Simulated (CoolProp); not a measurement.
Properties of octamethylcyclotetrasiloxane (D4) along the isotherm 346.85 °C (Tc = 313.4 °C, pc = 1.347 MPa, ω = 0.598).

Values from CoolProp's reference Helmholtz-energy equation of state, Thol 2015.

| p (MPa) | phase | density (kg/m³) | expansivity (1/kK) |
|---|---|---|---|
| 0.202 | gas | 12.15 | 1.915 |
| 0.404 | gas | ___ | ___ |
| 0.606 | gas | 40.50 | 2.818 |
| 0.808 | gas | 57.49 | 3.522 |
| 1.01 | gas | 77.25 | ___ |
| 1.21 | gas | 100.7 | ___ |
| 1.41 | supercritical | 129.8 | 8.485 |
| 1.62 | supercritical | 170.7 | 13.07 |
| 1.82 | supercritical | ___ | 20.10 |
| 2.02 | supercritical | ___ | 23.29 |

Task: What belongs in the gaps?

Result: 
- 0.404, density (kg/m³): 25.54
- 0.404, expansivity (1/kK): 2.304
- 1.01, expansivity (1/kK): 4.530
- 1.21, expansivity (1/kK): 6.037
- 1.82, density (kg/m³): 225.6
- 2.02, density (kg/m³): 294.6
